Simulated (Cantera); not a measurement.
Feed: 1 mol MgO, 0.27 mol SO3, 1.1 mol CO2, held at 0.0110 bar.

Cantera equilibrium calculation (NASA polynomials, part measured and part estimated; ideal gas, pure solids and liquids). Candidate condensed phases: C, Mg, MgCO3, MgO, MgS, MgSO4, S; 26 gas species. Rates play no part. All values below are at 1248 K.

Base state: CO2 0.731, SO2 0.178, O2 0.0893, SO3 0.000991 (mole fractions); condensed: MgO(s).

Problem. What changes in the equilibrium state with this change: SO3 from 0.27 to 0.15 mol?

Solution. 
| species | before | after |
|---|---|---|
| CO2 | 0.731 | 0.830 |
| SO2 | 0.178 | 0.113 |
| O2 | 0.0893 | 0.0564 |
| SO3 | 0.000991 | 0.000497 |
| MgO(s), mol | 1.00 | 1.00 |
